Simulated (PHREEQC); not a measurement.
Dissolve 0.23 mol/kgw HF and 0.0067 mol/kgw H2SiF6 at 68 °C. Closed to the air; pH follows from the charge balance.

Model: ion-association model, phreeqc.dat, run in PHREEQC.

This is a speciation only: nothing precipitates in the calculation.

**Question.** Order these F species by the share of F that they hold, largest first: HF, SiF6-2, F-, HF2-.

**Answer.** HF (81 %), SiF6-2 (15 %), HF2- (2.9 %), F- (1.5 %)

The pH is 1.73 and the ionic strength 0.0281 mol/kgw. Constants without temperature data keep their 25 °C values here. SiF6-2 is the database's only silicon fluoride.
